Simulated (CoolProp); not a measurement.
Vapour-liquid equilibrium of benzene (1) + n-dodecane (2) at 480.8 K; x and y are mole fractions of (1).

The numbers come from the multi-fluid Helmholtz-energy mixture model, Thol 2012 and Lemmon 2004; pair parameters Bell 2016 in CoolProp.

```json
[
 {"x": "0.05", "bubble pressure (kPa)": "130.3", "y at the bubble point": "0.383", "dew pressure at overall composition x (kPa)": "86.33", "liquid density (mol/L)": "3.648"},
 {"x": "0.125", "bubble pressure (kPa)": "213.3", "y at the bubble point": "0.640", "dew pressure at overall composition x (kPa)": "93.50", "liquid density (mol/L)": "3.831"},
 {"x": "0.2", "bubble pressure (kPa)": "306.4", "y at the bubble point": "0.763", "dew pressure at overall composition x (kPa)": "101.9", "liquid density (mol/L)": "4.029"},
 {"x": "0.275", "bubble pressure (kPa)": "407.0", "y at the bubble point": "0.832", "dew pressure at overall composition x (kPa)": "112.0", "liquid density (mol/L)": "4.245"},
 {"x": "0.35", "bubble pressure (kPa)": "513.0", "y at the bubble point": "0.875", "dew pressure at overall composition x (kPa)": "124.1", "liquid density (mol/L)": "4.482"},
 {"x": "0.425", "bubble pressure (kPa)": "623.0", "y at the bubble point": "0.905", "dew pressure at overall composition x (kPa)": "139.2", "liquid density (mol/L)": "4.743"},
 {"x": "0.5", "bubble pressure (kPa)": "736.3", "y at the bubble point": "0.927", "dew pressure at overall composition x (kPa)": "158.4", "liquid density (mol/L)": "5.031"},
 {"x": "0.575", "bubble pressure (kPa)": "852.9", "y at the bubble point": "0.943", "dew pressure at overall composition x (kPa)": "183.7", "liquid density (mol/L)": "5.353"},
 {"x": "0.65", "bubble pressure (kPa)": "973.7", "y at the bubble point": "0.957", "dew pressure at overall composition x (kPa)": "218.6", "liquid density (mol/L)": "5.716"},
 {"x": "0.725", "bubble pressure (kPa)": "1100", "y at the bubble point": "0.968", "dew pressure at overall composition x (kPa)": "270.0", "liquid density (mol/L)": "6.126"},
 {"x": "0.8", "bubble pressure (kPa)": "1232", "y at the bubble point": "0.978", "dew pressure at overall composition x (kPa)": "353.4", "liquid density (mol/L)": "6.596"},
 {"x": "0.875", "bubble pressure (kPa)": "1373", "y at the bubble point": "0.987", "dew pressure at overall composition x (kPa)": "511.6", "liquid density (mol/L)": "7.138"},
 {"x": "0.95", "bubble pressure (kPa)": "1521", "y at the bubble point": "0.995", "dew pressure at overall composition x (kPa)": "909.9", "liquid density (mol/L)": "7.773"}
]
```

No azeotrope shows between x = 0.05 and 0.95.

Pair parameters are fitted to limited data, so mixtures are less certain than the pure fluids.
